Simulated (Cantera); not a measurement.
A Cantera script and what it prints.

```python
import numpy as np
import cantera as ct

gas_names = """
    Mg MgN MgO Mg2 N NO NO2 NO3 N2 N2O O O2 O3
""".split()
cond_names = """
    Mg(cr) Mg(L) MgO(s) MgO(L)
""".split()


# ... load() reads the species with a 1 bar reference pressure and builds the phases ...
atoms = {
    'MgO': {'Mg': 1, 'O': 1},
    'O2': {'O': 2},
    'N2': {'N': 2},
}
top_T = {}  # K; cautious upper limits of use, not melting points


# ... equilibrate(T, P, feed) seeds the gas with the atoms and calls Mixture.equilibrate('TP', solver="vcs", rtol=1e-11, max_steps=5000) ...
results = []
feed = {'MgO': 1, 'O2': 0.77, 'N2': 9.5}  # mol
T = 1075  # K
P = 18000  # Pa
mix = equilibrate(T, P, feed)
results.append((T, P, feed, dict(zip(mix.species_names, mix.species_moles))))
x = sorted(zip(gas.X, gas.species_names), reverse=True)
print(f"T = {T:g} K  P = {P:g} Pa  gas = {mix.phase_moles(0):.4g} mol")
print("   x: " + "  ".join(f"{s} {v:.3e}" for v, s in x if v > 1e-05))
print("   condensed (mol): " + ("  ".join(f"{mix.phase(i).name} {mix.phase_moles(i):.4g}"
      for i in range(1, mix.n_phases) if mix.phase_moles(i) > 1e-12) or "none"))
```

Output:

```
T = 1075 K  P = 18000 Pa  gas = 10.27 mol
   x: N2 9.250e-01  O2 7.495e-02  NO 4.361e-05
   condensed (mol): MgO(s) 1
```

Cantera equilibrium calculation (NASA polynomials, part measured and part estimated; ideal gas, pure solids and liquids).
